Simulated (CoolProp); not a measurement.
Vapour-liquid equilibrium of dimethyl ether (1) + n-butane (2) at 5.07 bar; x and y are mole fractions of (1).

Computed with CoolProp (multi-fluid Helmholtz-energy mixture model, Wu 2011 and Bücker 2006; pair parameters Bell 2016).

```
x      bubble temperature (°C)  y at the bubble point  dew temperature at overall composition x (°C)  liquid density (mol/L)
-----  -----------------------  ---------------------  ---------------------------------------------  ----------------------
0.05                      46.9                  0.131                                           49.4                   9.531
0.125                     41.9                  0.285                                           47.1                   9.855
0.2                       37.9                  0.403                                           44.7                   10.18
0.275                     34.6                  0.496                                           42.3                   10.50
0.35                      31.9                  0.571                                           39.7                   10.83
0.425                     29.6                  0.634                                           37.1                   11.17
0.5                       27.7                  0.688                                           34.5                   11.53
0.575                     26.0                  0.737                                           31.7                   11.91
0.65                      24.6                  0.782                                           29.0                   12.30
0.725                     23.3                  0.826                                           26.4                   12.72
0.8                       22.2                  0.870                                           24.1                   13.17
0.875                     21.2                  0.915                                           22.1                   13.65
0.95                      20.3                  0.964                                           20.6                   14.17
```

No azeotrope shows between x = 0.05 and 0.95.

Pair parameters are fitted to limited data, so mixtures are less certain than the pure fluids.
